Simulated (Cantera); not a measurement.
Charge: 1 mol SiH₄, 0.063 mol C₃H₈, 640 mol H₂, held at 2075 K and 680 Pa.

These are equilibrium values from Cantera (NASA tables, ideal gas, pure condensed phases), not measurements of a reactor. Candidate condensed phases: C, C₆H₆, C₇H₈, C₈H₁₈, Si, SiC; 87 gas species. Gases not in the tables: Si₂H₆ and higher silanes. Rates play no part.

Base state: H₂ 0.967, H 0.0318, Si 0.00140, C₂H₂ (acetylene) 0.000125, SiH 6.48e-5, Si₂C 2.17e-5, SiH₂ 1.44e-5 (mole fractions); condensed: gas only.

Q: What changes in the equilibrium state with this change: C₃H₈ from 0.063 to 0.9 mol?

A: 
| species | before | after |
|---|---|---|
| H₂ | 0.967 | 0.966 |
| H | 0.0318 | 0.0317 |
| C₂H₂ (acetylene) | 0.000125 | 0.00120 |
| Si | 0.00140 | 0.00107 |
| SiC₂ | 8.40e-6 | 6.22e-5 |
| Si₂C | 2.17e-5 | 3.99e-5 |
| SiH₂ | 1.44e-5 | 1.11e-5 |
| SiH | 6.48e-5 | 4.98e-5 |
| C(graphite), mol | 0 | 0.852 |
| SiC(s), mol | 0 | 0.161 |
